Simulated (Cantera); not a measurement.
A perfectly stirred reactor is fed with 6.11 % CH4, 2.20 % C2H6, 0.598 % C3H8, 19.0 % O2, 72.0 % N2, equivalence ratio 1.2, at 10.0 bar; it is adiabatic with a 700 K inlet, and is followed from long to short residence time, starting on the burning branch (τ in s: 0.094, 0.036, 0.013, 0.005, 0.0019, 0.00071, 0.00027, 0.0001, 3.8e-05, 1.4e-05).

Model: GRI-Mech 3.0 (53 species, 325 reactions), integrated in Cantera.

x: mole fraction; the columns are a selection and need not sum to one.

| τ (s) | T (K) | x CH4 | x C2H6 | x C3H8 | x H2 | x CO2 |
|---|---|---|---|---|---|---|
| 0.094 | 2443 | 1.62e-6 | 1.01e-8 | 3.33e-9 | 0.0228 | 0.0654 |
| 0.036 | 2442 | 3.92e-6 | 2.61e-8 | 8.56e-9 | 0.0228 | 0.0653 |
| 0.013 | 2439 | 9.20e-6 | 7.11e-8 | 2.28e-8 | 0.0229 | 0.0652 |
| 0.0050 | 2434 | 1.82e-5 | 1.79e-7 | 5.56e-8 | 0.0230 | 0.0650 |
| 0.0019 | 2426 | 3.24e-5 | 4.48e-7 | 1.32e-7 | 0.0231 | 0.0646 |
| 0.00071 | 2412 | ? | ? | ? | 0.0234 | 0.0639 |
| 0.00027 | 2390 | 9.32e-5 | 2.69e-6 | 6.78e-7 | 0.0238 | 0.0627 |
| 0.00010 | 2357 | 0.000175 | 6.70e-6 | 1.56e-6 | 0.0246 | 0.0605 |
| 3.8e-5 | 2309 | 0.000377 | 1.74e-5 | 3.77e-6 | 0.0255 | 0.0567 |
| 1.4e-5 | 2208 | ? | ? | ? | 0.0268 | ? |

**Question.** Fill in the missing entries.

**Answer.** 
- 0.00071, x CH4: 5.48e-5
- 0.00071, x C2H6: 1.11e-6
- 0.00071, x C3H8: 3.04e-7
- 1.4e-5, x CH4: 0.00132
- 1.4e-5, x C2H6: 6.64e-5
- 1.4e-5, x C3H8: 1.32e-5
- 1.4e-5, x CO2: 0.0467
